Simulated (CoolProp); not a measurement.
Vapour-liquid equilibrium of sulfur dioxide (1) + toluene (2) at 1.59 bar; x and y are mole fractions of (1).

Model: multi-fluid Helmholtz-energy mixture model, Gao 2016 and Lemmon 2006; pair parameters Bell 2016, in CoolProp.

Q: Give the bubble temperature and the first vapour's composition at x = 0.15, 0.75, 0.85. Is there an azeotrope?

A: x = 0.15: 336.3 K, y = 0.883; x = 0.75: 280.7 K, y = 0.998; x = 0.85: 277.7 K, y = 0.999. No azeotrope shows between x = 0.05 and 0.95.

The pair parameters rest on a limited set of measurements; away from them the model extrapolates. The gap from Raoult's law changes sign with composition, which may be real or a fault of the pair parameters; it wasn't checked against measurements.
